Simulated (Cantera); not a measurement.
An adiabatic, constant-volume homogeneous reactor starts with C₂H₄ : O₂ : N₂ : H₂O = 1 : 5.36 : 20.1 : 7.2 (molar parts), equivalence ratio 0.56, at 1025 K and 19.7 atm.

Cantera simulation using GRI-Mech 3.0 (53 species, 325 reactions); the numbers are that mechanism's predictions, not measurements. GRI-Mech 3.0 was tuned for natural gas; its chemistry of ethylene as a main component is partial and can be far from experiment. The pressure lies above the range GRI-Mech 3.0 was tuned for (to about 10 atm).

Q: Predict: time of steepest temperature rise; temperature at 1.00 s; equilibrium temperature; x(O₂) at 1.00 s; x(H₂O) at 1.00 s; x(H₂O₂) at 1.00 s; x(HO₂) at 1.00 s.

A: 
```json
{
 "time_of_steepest_temperature_rise": "3.89 ms",
 "temperature at 1.00 s": "2224 K",
 "equilibrium_temperature": "2224 K",
 "x(O₂) at 1.00 s": "0.0663 (gas-phase equilibrium 0.0663)",
 "x(H₂O) at 1.00 s": "0.272 (gas-phase equilibrium 0.272)",
 "x(H₂O₂) at 1.00 s": "1.67e-6 (gas-phase equilibrium 1.67e-6)",
 "x(HO₂) at 1.00 s": "1.14e-5 (gas-phase equilibrium 1.14e-5)"
}
```
